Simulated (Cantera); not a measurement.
Feed: 1 mol Si, 0.011 mol CO₂, 390 mol N₂, held at 413 Torr.

Equilibrium computed with Cantera from the NASA thermochemical tables; the gas is ideal and each condensed phase is pure. Candidate condensed phases: C, Si, SiC, SiO₂, Si₂N₂O, Si₃N₄; 34 gas species. N₂ is the only nitrogen source here; it is nearly inert below about 1500 K, so the nitride shown seldom forms there in practice. Mutual solubility and eutectic melting of coexisting phases are not modelled. The numbers say what is thermodynamically allowed, not how fast it happens.

**Question.** Which condensed phases are stable at each of these points (T (K)): 1048, 1198, 1348, 1498, 1648, 1798, 1948, 2098?

**Answer.** 
```json
[
 {"T (K)": "1048", "condensed phases": "C(graphite) + Si₂N₂O(s) + Si₃N₄(s)", "Si condensed (%)": "100.0"},
 {"T (K)": "1198", "condensed phases": "C(graphite) + Si₂N₂O(s) + Si₃N₄(s)", "Si condensed (%)": "100.0"},
 {"T (K)": "1348", "condensed phases": "C(graphite) + Si₂N₂O(s) + Si₃N₄(s)", "Si condensed (%)": "100.0"},
 {"T (K)": "1498", "condensed phases": "Si₂N₂O(s) + Si₃N₄(s)", "Si condensed (%)": "100.0"},
 {"T (K)": "1648", "condensed phases": "Si₂N₂O(s) + Si₃N₄(s)", "Si condensed (%)": "99.8"},
 {"T (K)": "1798", "condensed phases": "Si₃N₄(s)", "Si condensed (%)": "98.9"},
 {"T (K)": "1948", "condensed phases": "Si₃N₄(s)", "Si condensed (%)": "98.2"},
 {"T (K)": "2098", "condensed phases": "Si(l)", "Si condensed (%)": "83.4"}
]
```

From 1048 K to 1348 K the condensed part is C(graphite) + Si₂N₂O(s) + Si₃N₄(s). From 1498 K to 1648 K the condensed part is Si₂N₂O(s) + Si₃N₄(s). From 1798 K to 1948 K the condensed part is Si₃N₄(s). At 2098 K the condensed part is Si(l).
